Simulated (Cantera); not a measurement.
Cantera run:

```python
import numpy as np
import cantera as ct

gas_names = [...]  # 60 gases of nasa_gas.yaml made of H, N, O, S
cond_names = """
    H2O(s) H2O(L) H2SO4(L) S(cr1) S(cr2) S(L)
""".split()


# ... load() reads the species with a 1 bar reference pressure and builds the phases ...
atoms = {
    'S': {'S': 1},
    'H2O': {'H': 2, 'O': 1},
    'N2': {'N': 2},
    'H2S': {'H': 2, 'S': 1},
}
top_T = {}  # K; cautious upper limits of use, not melting points


# ... equilibrate(T, P, feed) seeds the gas with the atoms and calls Mixture.equilibrate('TP', solver="vcs", rtol=1e-11, max_steps=5000) ...
results = []
feed = {'S': 1, 'H2O': 0.28, 'N2': 0.18, 'H2S': 0.00014}  # mol
P = 28  # Pa
for T in [2000, 2250, 2500, 2750, 3000, 3250, 3500, 3750, 4000, 4250, 4500, 4750, 5000]:
    mix = equilibrate(T, P, feed)
    results.append((T, P, feed, dict(zip(mix.species_names, mix.species_moles))))
    x = sorted(zip(gas.X, gas.species_names), reverse=True)
    print(f"T = {T:g} K  P = {P:g} Pa  gas = {mix.phase_moles(0):.4g} mol")
    print("   x: " + "  ".join(f"{s} {v:.3e}" for v, s in x if v > 0.001))
    print("   condensed (mol): " + ("  ".join(f"{mix.phase(i).name} {mix.phase_moles(i):.4g}"
          for i in range(1, mix.n_phases) if mix.phase_moles(i) > 1e-12) or "none"))
```

Result:

```
T = 2000 K  P = 28 Pa  gas = 1.136 mol
   x: S2 2.972e-01  H2 1.807e-01  N2 1.585e-01  SO 1.185e-01  S 1.036e-01  SO2 4.543e-02  H 4.131e-02  H2O 3.565e-02  SH 1.657e-02
   condensed (mol): none
T = 2250 K  P = 28 Pa  gas = 1.381 mol
   x: S 2.903e-01  H 1.470e-01  SO 1.452e-01  N2 1.302e-01  S2 1.267e-01  H2 1.098e-01  SO2 2.073e-02  SH 1.380e-02  H2O 1.126e-02  OH 2.266e-03  O 2.093e-03
   condensed (mol): none
T = 2500 K  P = 28 Pa  gas = 1.673 mol
   x: S 4.133e-01  H 2.615e-01  SO 1.208e-01  N2 1.073e-01  H2 3.030e-02  S2 2.491e-02  O 2.122e-02  SO2 8.893e-03  SH 4.759e-03  OH 3.736e-03  H2O 2.088e-03
   condensed (mol): none
T = 2750 K  P = 28 Pa  gas = 1.886 mol
   x: S 4.648e-01  H 2.836e-01  N2 9.497e-02  O 8.660e-02  SO 5.358e-02  H2 4.814e-03  S2 4.657e-03  OH 2.322e-03  SO2 1.405e-03  SH 1.129e-03  O2 1.063e-03
   condensed (mol): none
T = 3000 K  P = 28 Pa  gas = 1.99 mol
   x: S 4.884e-01  H 2.788e-01  O 1.268e-01  N2 8.999e-02  SO 1.174e-02  S2 1.044e-03
   condensed (mol): none
T = 3250 K  P = 28 Pa  gas = 2.015 mol
   x: S 4.934e-01  H 2.774e-01  O 1.358e-01  N2 8.859e-02  SO 2.434e-03  N 1.098e-03
   condensed (mol): none
T = 3500 K  P = 28 Pa  gas = 2.022 mol
   x: S 4.937e-01  H 2.768e-01  O 1.375e-01  N2 8.691e-02  N 3.903e-03
   condensed (mol): none
T = 3750 K  P = 28 Pa  gas = 2.032 mol
   x: S 4.920e-01  H 2.757e-01  O 1.374e-01  N2 8.273e-02  N 1.154e-02
   condensed (mol): none
T = 4000 K  P = 28 Pa  gas = 2.05 mol
   x: S 4.876e-01  H 2.733e-01  O 1.364e-01  N2 7.337e-02  N 2.873e-02
   condensed (mol): none
T = 4250 K  P = 28 Pa  gas = 2.083 mol
   x: S 4.794e-01  H 2.689e-01  O 1.343e-01  N 5.955e-02  N2 5.657e-02
   condensed (mol): none
T = 4500 K  P = 28 Pa  gas = 2.13 mol
   x: S 4.683e-01  H 2.631e-01  O 1.314e-01  N 9.995e-02  N2 3.452e-02  Electron 1.327e-03  S+ 1.326e-03
   condensed (mol): none
T = 4750 K  P = 28 Pa  gas = 2.172 mol
   x: S 4.576e-01  H 2.579e-01  N 1.341e-01  O 1.289e-01  N2 1.578e-02  Electron 2.833e-03  S+ 2.831e-03
   condensed (mol): none
T = 5000 K  P = 28 Pa  gas = 2.2 mol
   x: S 4.490e-01  H 2.547e-01  N 1.519e-01  O 1.273e-01  N2 5.876e-03  Electron 5.632e-03  S+ 5.628e-03
   condensed (mol): none
```

Equilibrium computed with Cantera from the NASA thermochemical tables; the gas is ideal and each condensed phase is pure.
